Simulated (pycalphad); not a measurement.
Effect of Hf content in Ti-Hf-B

Computed with pycalphad from the COST 507 light-alloy database (1999), at 1 atm. The data set is of 1999 and partly superseded. Phase fractions are per mole of atoms.

| alloy | liquidus (°C) | first solid | solidus (°C) | phases at 877 °C |
|---|---|---|---|---|
| Ti-0.23Hf-4.09B (at.%) | 1585 | BCC_A2 | 1541 | HCP_A3 0.92, BM 0.08 |
| Ti-0.34Hf-4.09B (at.%) | 1585 | BCC_A2 | 1541 | HCP_A3 0.92, BM 0.08 |
| Ti-0.46Hf-4.09B (at.%) | 1585 | BCC_A2 | 1541 | HCP_A3 0.92, BM 0.08 |
| Ti-0.69Hf-4.09B (at.%) | 1585 | BCC_A2 | 1541 | BCC_A2 0.53, HCP_A3 0.39, BM 0.08 |
| Ti-0.92Hf-4.09B (at.%) | 1584 | BCC_A2 | 1541 | BCC_A2 0.92, BM 0.08 |

Database names, with the compositions (at.%) that they take in these runs: BM: Ti 50 B 50. BCC_A2 is bcc; HCP_A3 is hcp.
